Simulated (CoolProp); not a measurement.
Values from CoolProp's reference Helmholtz-energy equation of state, Lemmon 2006. It is a short technical equation, of lower accuracy than the large ones.

Give the vapour pressure (MPa), liquid cp (kJ/(kg K)), vapour Z, surface tension (mN/m) of saturated carbon monoxide at -169.15, -156.95, -149.55 °C.


```tsv
T (°C)	p (MPa)	liquid cp (kJ/(kg K))	vapour Z	surface tension (mN/m)
-169.15	0.723	2.38	0.835	4.93
-156.95	1.53	2.87	0.717	2.62
-149.55	2.25	3.75	0.616	1.34
```

Surface tension comes from a separate correlation (Mulero 2012).
